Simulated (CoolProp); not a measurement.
Vapour-liquid equilibrium of R13 (1) + isobutane (2) at 267.5 K; x and y are mole fractions of (1).

Computed with CoolProp (multi-fluid Helmholtz-energy mixture model, Platzer 1990 and Bücker 2006; pair parameters Bell 2016). This equation is an older, rougher fit; its heat capacities, sound speeds and derivatives of the liquid may be far off and weren't checked against measurements.

```json
[
 {"x": "0.05", "bubble pressure (kPa)": "241.8", "y at the bubble point": "0.476", "dew pressure at overall composition x (kPa)": "(withheld)", "liquid density (mol/L)": "(withheld)"},
 {"x": "0.2", "bubble pressure (kPa)": "537.5", "y at the bubble point": "0.776", "dew pressure at overall composition x (kPa)": "159.7", "liquid density (mol/L)": "10.41"},
 {"x": "0.35", "bubble pressure (kPa)": "777.0", "y at the bubble point": "(withheld)", "dew pressure at overall composition x (kPa)": "196.0", "liquid density (mol/L)": "10.62"},
 {"x": "0.5", "bubble pressure (kPa)": "980.6", "y at the bubble point": "0.897", "dew pressure at overall composition x (kPa)": "253.2", "liquid density (mol/L)": "(withheld)"},
 {"x": "0.65", "bubble pressure (kPa)": "1171", "y at the bubble point": "0.927", "dew pressure at overall composition x (kPa)": "356.6", "liquid density (mol/L)": "10.97"},
 {"x": "0.8", "bubble pressure (kPa)": "1372", "y at the bubble point": "0.955", "dew pressure at overall composition x (kPa)": "594.5", "liquid density (mol/L)": "11.08"},
 {"x": "0.95", "bubble pressure (kPa)": "(withheld)", "y at the bubble point": "0.987", "dew pressure at overall composition x (kPa)": "1335", "liquid density (mol/L)": "11.10"}
]
```

Task: Complete the blanks.

Result: 
- 0.05, dew pressure at overall composition x (kPa): 134.6
- 0.05, liquid density (mol/L): 10.18
- 0.35, y at the bubble point: 0.856
- 0.5, liquid density (mol/L): 10.81
- 0.95, bubble pressure (kPa): 1610

No azeotrope shows between x = 0.05 and 0.95.

The pair parameters rest on a limited set of measurements; away from them the model extrapolates. The gap from Raoult's law changes sign with composition, which may be real or a fault of the pair parameters; it wasn't checked against measurements.
